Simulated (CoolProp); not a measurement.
1000 sccm (0 °C, 1 atm) of nitrogen bubbles through liquid isohexane at 317.5 K and leaves saturated at a total pressure of 0.15 MPa (ideal gas phase). Each further row changes one setting.

Computed with CoolProp (reference Helmholtz-energy equation of state, Lemmon 2006). It is a short technical equation, of lower accuracy than the large ones.

```
case                      vapour pressure (kPa)  mole fraction of vapour  delivery (mg/min)  delivery (sccm)  change of delivery for a bath 1 K warmer (%)
------------------------  ---------------------  -----------------------  -----------------  ---------------  --------------------------------------------
as stated                                  59.4                        …                  …                …                                           6.1
bath temperature 322.5 K                   70.7                        …                  …              892                                           6.8
total pressure 0.3 MPa                     59.4                    0.198                949              247                                           4.6
```

Question: Complete the blanks.

Answer: 
- as stated, mole fraction of vapour: 0.396
- as stated, delivery (mg/min): 2520
- as stated, delivery (sccm): 655
- bath temperature 322.5 K, mole fraction of vapour: 0.472
- bath temperature 322.5 K, delivery (mg/min): 3430
